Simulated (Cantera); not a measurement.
Input (Python, Cantera) and output of one run.

```python
import numpy as np
import cantera as ct

gas_names = [...]  # 123 gases of nasa_gas.yaml made of C, H, O, Si
cond_names = """
    C(gr) C6H6(L) C7H8(L) C8H18(L),n-octa H2O(s) H2O(L) Si(cr) Si(L) SiC(b) SiO2(Lqz) SiO2(hqz) SiO2(L)
""".split()


# ... load() reads the species with a 1 bar reference pressure and builds the phases ...
atoms = {
    'SiC': {'Si': 1, 'C': 1},
    'H2O': {'H': 2, 'O': 1},
    'H2': {'H': 2},
}
top_T = {'C(gr)': 4500, 'SiC(b)': 3050}  # K; cautious upper limits of use, not melting points


# ... equilibrate(T, P, feed) seeds the gas with the atoms and calls Mixture.equilibrate('TP', solver="vcs", rtol=1e-11, max_steps=5000) ...
results = []
feed = {'SiC': 1, 'H2O': 0.016, 'H2': 14}  # mol
P = 101325  # Pa
for T in [1373, 1448, 1523, 1598, 1673, 1748, 1823]:
    mix = equilibrate(T, P, feed)
    results.append((T, P, feed, dict(zip(mix.species_names, mix.species_moles))))
    x = sorted(zip(gas.X, gas.species_names), reverse=True)
    print(f"T = {T:g} K  P = {P:g} Pa  gas = {mix.phase_moles(0):.4g} mol")
    print("   x: " + "  ".join(f"{s} {v:.3e}" for v, s in x if v > 1e-06))
    print("   condensed (mol): " + ("  ".join(f"{mix.phase(i).name} {mix.phase_moles(i):.4g}"
          for i in range(1, mix.n_phases) if mix.phase_moles(i) > 1e-12) or "none"))
```

Result:

```
T = 1373 K  P = 101325 Pa  gas = 14.01 mol
   x: H2 9.994e-01  CH4 4.716e-04  CO 6.796e-05  SiO 8.689e-06  H2O 3.481e-06  H 3.307e-06
   condensed (mol): SiC(b) 0.9924  SiO2(hqz) 0.007439
T = 1448 K  P = 101325 Pa  gas = 14.02 mol
   x: H2 9.994e-01  CH4 2.715e-04  CO 2.145e-04  SiO 5.191e-05  H 9.154e-06  H2O 6.847e-06
   condensed (mol): SiC(b) 0.9932  SiO2(hqz) 0.006085
T = 1523 K  P = 101325 Pa  gas = 14.02 mol
   x: H2 9.991e-01  CO 3.936e-04  SiO 2.984e-04  CH4 1.242e-04  H 2.295e-05  H2O 1.090e-05
   condensed (mol): SiC(b) 0.9927  SiO2(hqz) 0.003071
T = 1598 K  P = 101325 Pa  gas = 14.03 mol
   x: H2 9.987e-01  SiO 6.064e-04  CO 5.245e-04  CH4 8.304e-05  H 5.285e-05  H2O 9.415e-06  SiH2 1.022e-06
   condensed (mol): SiC(b) 0.9915
T = 1673 K  P = 101325 Pa  gas = 14.03 mol
   x: H2 9.987e-01  SiO 6.016e-04  CO 5.334e-04  H 1.131e-04  CH4 7.070e-05  H2O 5.268e-06  SiH2 2.550e-06
   condensed (mol): SiC(b) 0.9915
T = 1748 K  P = 101325 Pa  gas = 14.03 mol
   x: H2 9.986e-01  SiO 5.961e-04  CO 5.410e-04  H 2.268e-04  CH4 6.108e-05  SiH2 5.877e-06  H2O 3.097e-06
   condensed (mol): SiC(b) 0.9915
T = 1823 K  P = 101325 Pa  gas = 14.03 mol
   x: H2 9.984e-01  SiO 5.891e-04  CO 5.490e-04  H 4.301e-04  CH4 5.357e-05  SiH2 1.260e-05  H2O 1.903e-06  SiH 1.685e-06  Si 1.568e-06  C2H2,acetylene 1.166e-06
   condensed (mol): SiC(b) 0.9915
```

Cantera equilibrium calculation (NASA polynomials, part measured and part estimated; ideal gas, pure solids and liquids). Mutual solubility and eutectic melting of coexisting phases are not modelled. The tables hold silica as quartz up to 1696 K and as liquid above; real silica turns to tridymite and cristobalite and melts near 1996 K. Gases not in the tables: Si2H6 and higher silanes.
